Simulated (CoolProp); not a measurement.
Sulfur hexafluoride along the isotherm 274.6 K: density (kg/m³) from the reference equation and from simpler models built on Tc = 318.7 K, pc = 3.755 MPa, ω = 0.210; each cubic takes its own stable root.

The numbers come from the reference Helmholtz-energy equation of state, Guder 2009 in CoolProp.

| p (MPa) | phase | reference |
|---|---|---|
| 0.0297 | gas | 1.908 |
| 0.0501 | gas | 3.228 |
| 0.0845 | gas | 5.473 |
| 0.143 | gas | 9.345 |
| 0.241 | gas | 15.99 |
| 0.406 | gas | 27.69 |
| 0.686 | gas | 49.29 |
| 1.16 | gas | 93.30 |
| 1.95 | liquid | 1558 |
| 3.3 | liquid | 1578 |
| 5.56 | liquid | 1606 |
| 9.39 | liquid | 1644 |

Q: How far does each simpler model (Redlich-Kwong, Soave-Redlich-Kwong, Peng-Robinson) lie from the reference over these 12 states: mean and median of the absolute difference, and the worst?

A: 
- Redlich-Kwong: mean 3.5 %, median 0.6 %, worst -12.3 % at 274.6 K and 1.95 MPa
- Soave-Redlich-Kwong: mean 2.3 %, median 0.1 %, worst -8.4 % at 274.6 K and 1.95 MPa
- Peng-Robinson: mean 2.1 %, median 0.6 %, worst +7.6 % at 274.6 K and 9.39 MPa
